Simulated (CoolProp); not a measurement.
Vapour-liquid equilibrium of benzene (1) + o-xylene (2) at 1.51 bar; x and y are mole fractions of (1).

Model: multi-fluid Helmholtz-energy mixture model, Thol 2012 and Zhou 2012; pair parameters Bell 2016, in CoolProp.

Give the bubble temperature and the first vapour's composition at x = 0.05, 0.35, 0.5. Is there an azeotrope?

x = 0.05: 427.5 K, y = 0.170; x = 0.35: 395.4 K, y = 0.765; x = 0.5: 385.1 K, y = 0.868. No azeotrope shows between x = 0.05 and 0.95.

The pair parameters rest on a limited set of measurements; away from them the model extrapolates. The gap from Raoult's law changes sign with composition, which may be real or a fault of the pair parameters; it wasn't checked against measurements.
